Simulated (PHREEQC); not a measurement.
A solution holds 0.043 mol HCl, 0.0016 mol Li2SO4 and 0.085 mol MnSO4 per kg of water, at 25 °C. Closed to the air; pH follows from the charge balance.

Model: ion-association model, wateq4f.dat, run in PHREEQC.

Each row changes one thing in this solution. This is a speciation only: nothing precipitates in the calculation.

| case | pH | ionic strength (mol/kgw) | Cl- (mol/kgw) | SO4-2 (mol/kgw) | HSO4- (mol/kgw) | Li+ (mol/kgw) |
|---|---|---|---|---|---|---|
| as made | 1.78 | 0.223 | 0.0403 | 0.0356 | 0.0222 | 0.00306 |
| temperature from 25 to 5 °C | 1.74 | 0.245 | 0.0401 | 0.0423 | 0.0198 | 0.00304 |
| MnSO4 replaced by Fe2(SO4)3 at the same molality | 1.91 | 0.261 | 0.0408 | 0.0454 | 0.0201 | 0.00304 |
| Li2SO4 from 0.0016 to 0.00032 mol/kgw | 1.78 | 0.221 | 0.0403 | 0.0348 | 0.0220 | 0.000613 |
| diluted 5-fold with water | 2.30 | 0.0533 | 0.00840 | 0.01000 | 0.00270 | 0.000628 |
| HCl from 0.043 to 0.0086 mol/kgw | 2.55 | 0.198 | 0.00809 | 0.0454 | 0.00504 | 0.00302 |

Some of these states are supersaturated (in Hematite (slow to form), Goethite (slow to form), for instance). Constants without temperature data keep their 25 °C values here.
